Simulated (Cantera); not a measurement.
**TiCl4 + O2 + H2 (titanium nitride, carbide and oxide coatings)**

Input: 1 mol TiCl4, 9.6 mol O2, 1.1 mol H2, equilibrated at 100000 Pa.

Method: chemical equilibrium by Gibbs-energy minimisation in Cantera with the NASA 1993 tables (ideal gas, pure condensed phases). Candidate condensed phases: H2O, Ti, TiCl2, TiCl3, TiCl4, TiO, TiO2, Ti2O3, Ti3O5, Ti4O7; 23 gas species. Condensed phases not in the tables: TiOCl. Gases not in the tables: TiO(OH)2. Rates play no part.

```csv
T (K),x O2,x HCl,x Cl2,x H2O,x Cl,x ClO,x OH,x HOCl,n TiO2(rutile)
773,0.726,0.0639,0.145,0.0651,1.86e-6,2.16e-7,4.10e-10,5.00e-6,1.00
873,0.728,0.0906,0.130,0.0511,1.60e-5,1.25e-6,6.54e-9,9.53e-6,1.00
973,0.730,0.114,0.117,0.0389,8.79e-5,5.03e-6,5.69e-8,1.51e-5,1.00
1073,0.731,0.132,0.107,0.0292,0.000352,1.55e-5,3.21e-7,2.13e-5,1.00
1173,0.732,0.146,0.0990,0.0219,0.00111,3.96e-5,1.31e-6,2.75e-5,1.000
1273,0.732,0.156,0.0925,0.0165,0.00295,8.69e-5,4.24e-6,3.35e-5,1.000
1373,0.731,0.163,0.0865,0.0128,0.00676,0.000169,1.14e-5,3.91e-5,1.000
1473,0.728,0.167,0.0800,0.0102,0.0137,0.000298,2.68e-5,4.41e-5,1.000
1573,0.724,0.169,0.0720,0.00847,0.0251,0.000480,5.69e-5,4.85e-5,1.000
```
x: gas mole fraction; n: condensed amount in mol.

From 773 K to 1573 K the condensed part is TiO2(rutile).
